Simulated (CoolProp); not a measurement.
Vapour-liquid equilibrium of R125 (1) + fluoroethane (R161) (2) at -49.45 °C; x and y are mole fractions of (1).

Values from CoolProp's multi-fluid Helmholtz-energy mixture model, Lemmon 2005 and Wu 2012; pair parameters Bell 2016.

```
x     bubble pressure, mixture model (MPa)  bubble pressure, Raoult's law (MPa)  y, mixture model  y, Raoult's law
----  ------------------------------------  -----------------------------------  ----------------  ---------------
0.05                               0.05807                              0.05863             0.073            0.081
0.2                                0.06368                              0.06433             0.297            0.295
0.35                               0.07075                              0.07003             0.493            0.473
0.5                                0.07794                              0.07573             0.646            0.625
0.65                               0.08432                              0.08143             0.764            0.756
0.8                                0.08957                              0.08713             0.863            0.870
0.95                               0.09367                              0.09283             0.962            0.969
```

The largest gap from Raoult's law is +3.5 % in bubble pressure, at x = 0.65. No azeotrope shows between x = 0.05 and 0.95.

Pair parameters are fitted to limited data, so mixtures are less certain than the pure fluids. The gap from Raoult's law changes sign with composition, which may be real or a fault of the pair parameters; it wasn't checked against measurements.
